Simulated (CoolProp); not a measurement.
Vapour-liquid equilibrium of CHF3 (R23) (1) + R143a (2) at -17.75 °C; x and y are mole fractions of (1).

The numbers come from the multi-fluid Helmholtz-energy mixture model, Penoncello 2003 and Lemmon and Jacobsen 2000; pair parameters Bell 2016 in CoolProp.

```csv
x,bubble pressure (MPa),y at the bubble point,dew pressure at overall composition x (MPa),liquid density (mol/L)
0.05,0.3861,0.146,(withheld),13.03
0.2,0.5372,(withheld),0.4056,13.54
0.35,0.7073,0.654,(withheld),(withheld)
0.5,0.8851,(withheld),0.5641,14.59
0.65,1.064,0.861,0.7026,15.13
0.8,1.244,(withheld),0.9293,(withheld)
0.95,1.431,0.982,1.322,16.27
```

Task: Complete the blanks.

Result: 
- 0.05, dew pressure at overall composition x (MPa): 0.3561
- 0.2, y at the bubble point: 0.462
- 0.35, dew pressure at overall composition x (MPa): 0.4717
- 0.35, liquid density (mol/L): 14.06
- 0.5, y at the bubble point: 0.776
- 0.8, y at the bubble point: 0.926
- 0.8, liquid density (mol/L): 15.69

No azeotrope shows between x = 0.05 and 0.95.

Pair parameters are fitted to limited data, so mixtures are less certain than the pure fluids.
